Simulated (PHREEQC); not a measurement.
Solution (25 °C): 5.7 mmol/kgw Cu(BF4)2, 59 mmol/kgw H2SO4 and 0.82 mmol/kgw KCl. Closed to the air; pH follows from the charge balance.

Model: ion-association model, phreeqc.dat, run in PHREEQC.

This is a speciation only: nothing precipitates in the calculation.

Task: Predict the pH.

Result: pH 1.22.

Task: In which forms is F present?

Result: BF4- 79 %, HF 18 %, BF3OH- 2.5 % of the F.

Real BF4- forms and hydrolyses slowly; the run takes it at equilibrium.
